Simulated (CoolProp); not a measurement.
Vapour-liquid equilibrium of ethane (1) + hydrogen sulfide (2) at -28.65 °C; x and y are mole fractions of (1).

Values from CoolProp's multi-fluid Helmholtz-energy mixture model, Bücker 2006 and Lemmon 2006; pair parameters Kunz 2012.

| x | bubble pressure, mixture model (bar) | bubble pressure, Raoult's law (bar) | y, mixture model | y, Raoult's law |
|---|---|---|---|---|
| 0.05 | 5.768 | 4.360 | 0.318 | 0.127 |
| 0.125 | 7.519 | 4.891 | 0.495 | 0.283 |
| 0.2 | 8.586 | 5.422 | 0.572 | 0.409 |
| 0.275 | 9.258 | 5.952 | 0.616 | 0.512 |
| 0.35 | 9.714 | 6.483 | 0.646 | 0.598 |
| 0.425 | 10.06 | 7.014 | 0.671 | 0.672 |
| 0.5 | 10.34 | 7.544 | 0.694 | 0.734 |
| 0.575 | 10.60 | 8.075 | 0.719 | 0.789 |
| 0.65 | 10.82 | 8.606 | 0.748 | 0.837 |
| 0.725 | 11.02 | 9.136 | 0.782 | 0.879 |
| 0.8 | 11.16 | 9.667 | 0.825 | 0.917 |
| 0.875 | 11.23 | 10.20 | 0.878 | 0.951 |
| 0.95 | 11.19 | 10.73 | 0.945 | 0.981 |

The largest gap from Raoult's law is +58.4 % in bubble pressure, at x = 0.2. y crosses x between x = 0.875 and 0.95: the model has an azeotrope there.

Pair parameters are fitted to limited data, so mixtures are less certain than the pure fluids. With so large a gap from Raoult's law the liquid may split in two, which this calculation doesn't test in full.
